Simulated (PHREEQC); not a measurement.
Make-up at 40 °C: 0.021 mol/kgw MnSO4, 0.033 mol/kgw CuCl2 and 0.0013 mol/kgw NaCl. Closed to the air; pH follows from the charge balance.

Model: ion-association model, wateq4f.dat, run in PHREEQC.

Question: The ionic strength comes out as 0.133 mol/kgw. What activity coefficients do SO4-2, CuOH+, Cu2(OH)2+2, Cl-, Mn+2 get?

Answer: SO4-2 0.33, CuOH+ 0.74, Cu2(OH)2+2 0.33, Cl- 0.74, Mn+2 0.36.

Precipitation was switched off in this run. The solution is supersaturated, for example in Atacamite, so a real one may precipitate; this is no full list. Constants without temperature data keep their 25 °C values here.
